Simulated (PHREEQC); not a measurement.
# Acid mine or pickling water (model solution)

A made-up water analysis in mg/kgw, 65 °C, pH 2.25, pe 9.4:

```
constituent  mg/kgw
-----------  ------
Na              149
K              66.6
Ca              198
Mg             41.6
Cl             43.4
S(6) as SO4    1490
Mn(2)          2.18
Li             1.47
F              2.05
```

Cl is adjusted to close the charge balance.
Valence states are taken as typed.

Equilibrium calculation in PHREEQC: ion-association model, phreeqc.dat.

This is a speciation only: nothing precipitates in the calculation.

Q: What ionic strength, specific conductance does the model give?

A: ionic strength 0.0350 mol/kgw; specific conductance 8550 µS/cm.

Q: In which forms is K present?

A: K+ 96 %, KSO4- 4.1 % of the K.

At this temperature some constants are extrapolated from 25 °C, and those without enthalpy data are left unchanged.
